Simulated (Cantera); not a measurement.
# Premixed flame

A freely propagating, adiabatic, planar premixed flame of C2H6 : O2 : N2 : CO2 = 1 : 3.5 : 14.7 : 0.59 (molar parts), unburnt at 575 K and 10.0 bar; multicomponent transport, grid criteria slope 0.08 and curve 0.16, no radiation.

Cantera simulation using GRI-Mech 3.0 (53 species, 325 reactions); the numbers are that mechanism's predictions, not measurements. Burning velocities carry a grid error of a few per cent, more on coarse grids.

```csv
z (mm),T (K),u (m/s),x C2H6,x O2,x CO2,x HCO,x CH2CO,x CH3
-0.189,576,0.492,0.0505,0.177,0.0298,<1e-8,4.38e-8,<1e-8
-0.126,581,0.497,0.0504,0.176,0.0298,<1e-8,9.29e-7,<1e-8
-0.0947,595,0.510,0.0501,0.174,0.0298,<1e-8,4.52e-6,<1e-8
-0.0631,670,0.579,0.0484,0.167,0.0304,<1e-8,3.95e-5,<1e-8
-0.0316,1032,0.909,0.0346,0.130,0.0365,2.20e-8,0.000402,8.77e-6
-0.0158,1413,1.26,0.0145,0.0903,0.0465,4.14e-6,0.00102,0.000411
0,1807,1.63,0.000610,0.0469,0.0635,2.13e-5,0.000928,0.000742
0.0158,1995,1.80,4.76e-7,0.0249,0.0814,4.03e-6,8.74e-5,6.01e-5
0.0316,2076,1.86,<1e-8,0.0174,0.0929,2.98e-7,3.11e-6,2.46e-6
0.0631,2159,1.92,<1e-8,0.0121,0.103,5.98e-8,<1e-8,<1e-8
0.126,2228,1.98,<1e-8,0.00837,0.110,2.14e-8,<1e-8,<1e-8
0.252,2274,2.01,<1e-8,0.00584,0.114,<1e-8,<1e-8,<1e-8
0.505,2299,2.03,<1e-8,0.00432,0.117,<1e-8,<1e-8,<1e-8
```
x: mole fraction of selected species; z is measured from the peak of heat release.

The laminar burning velocity is 49.1 cm/s and the thermal thickness comes out as 0.0631 mm. The peak x(HCO) is 2.16e-5. The peak x(CH2CO) is 0.00126 and the peak x(CH3) is 0.000968. The grid points is 141.
